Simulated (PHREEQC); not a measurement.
A solution holds 0.0083 mol/kgw HBr and 8.8e-05 mol/kgw NaCl, at 13 °C. Closed to the air; pH follows from the charge balance.

Equilibrium calculation in PHREEQC: Pitzer model, pitzer.dat.

Precipitation was switched off in this run.

**Question.** What pH, specific conductance does the model give?

**Answer.** pH 2.12; specific conductance 2460 µS/cm.

At this temperature some constants are extrapolated from 25 °C, and those without enthalpy data are left unchanged.
